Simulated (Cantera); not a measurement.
A perfectly stirred reactor is fed with 23.0 % H2, 16.2 % O2, 60.9 % N2, equivalence ratio 0.71, at 5.00 bar; it is adiabatic with a 350 K inlet, and is followed from long to short residence time, starting on the burning branch (τ in s: 0.021, 0.0072, 0.0024, 0.00082, 0.00028, 9.4e-05, 3.2e-05, 1.1e-05, 3.6e-06).

Model: the H2/O2 subset of GRI-Mech 3.0, which has no nitrogen chemistry, integrated in Cantera. The hydrogen kinetics of GRI-Mech 3.0 are dated; newer H2 mechanisms differ, most at raised pressure.

x: mole fraction; the columns are a selection and need not sum to one.

| τ (s) | T (K) | x H2 | x O2 | x OH | x H | x HO2 | x O | x H2O2 |
|---|---|---|---|---|---|---|---|---|
| 0.021 | 2080 | 0.000373 | 0.0524 | 0.00254 | 3.06e-5 | (withheld) | 0.000157 | 3.49e-7 |
| 0.0072 | 2077 | 0.000549 | 0.0523 | 0.00292 | 5.04e-5 | (withheld) | 0.000211 | 4.00e-7 |
| 0.0024 | 2070 | 0.000967 | 0.0523 | 0.00367 | 0.000110 | (withheld) | 0.000344 | 5.16e-7 |
| 0.00082 | 2056 | 0.00183 | 0.0522 | 0.00486 | 0.000280 | (withheld) | 0.000630 | 7.21e-7 |
| 0.00028 | 2031 | 0.00352 | 0.0524 | 0.00646 | 0.000749 | (withheld) | 0.00120 | 1.04e-6 |
| 9.4e-5 | 1985 | 0.00670 | 0.0531 | 0.00834 | 0.00200 | (withheld) | 0.00229 | 1.52e-6 |
| 3.2e-5 | 1906 | 0.0121 | 0.0549 | 0.00993 | 0.00489 | (withheld) | 0.00403 | 2.28e-6 |
| 1.1e-5 | 1780 | 0.0212 | 0.0591 | 0.0103 | 0.0104 | (withheld) | 0.00616 | 3.90e-6 |
| 3.6e-6 | 1546 | 0.0486 | 0.0740 | 0.00732 | 0.0165 | (withheld) | 0.00617 | 1.03e-5 |

Q: Complete the blanks.

A: 
- 0.021, x HO2: 3.77e-6
- 0.0072, x HO2: 4.60e-6
- 0.0024, x HO2: 6.79e-6
- 0.00082, x HO2: 1.17e-5
- 0.00028, x HO2: 2.17e-5
- 9.4e-5, x HO2: 4.11e-5
- 3.2e-5, x HO2: 7.46e-5
- 1.1e-5, x HO2: 0.000128
- 3.6e-6, x HO2: 0.000242
